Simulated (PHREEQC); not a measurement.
Polishing slurry liquid: speciation

Solution (25 °C): 0.0066 mol KOH, 1.4e-05 mol H4SiO4 and 0.26 mol KH2PO4 per kg of water. Closed to the air; pH follows from the charge balance.

Equilibrium calculation in PHREEQC: ion-association model, phreeqc.dat.

pH: 5.15
ionic strength: 0.272 mol/kgw
activity of water: 0.991
specific conductance: 21500 µS/cm
density: 1.021 g/cm³
total alkalinity: 6.60 meq/kg

```json
[
 {"species": "K+", "molality": "0.266", "activity": "0.183", "log γ": "-0.162"},
 {"species": "H2PO4-", "molality": "0.253", "activity": "0.184", "log γ": "-0.138"},
 {"species": "HPO4-2", "molality": "0.00600", "activity": "0.00161", "log γ": "-0.573"},
 {"species": "KHPO4-", "molality": "0.000787", "activity": "0.000572", "log γ": "-0.138"},
 {"species": "H3PO4", "molality": "0.000181", "activity": "0.000193", "log γ": "0.027"},
 {"species": "H4SiO4", "molality": "1.40e-5", "activity": "1.49e-5", "log γ": "0.027"},
 {"species": "H+", "molality": "9.06e-6", "activity": "7.12e-6", "log γ": "-0.105"},
 {"species": "PO4-3", "molality": "2.67e-9", "activity": "1.02e-10", "log γ": "-1.420"}
]
```

No solid was allowed to form.
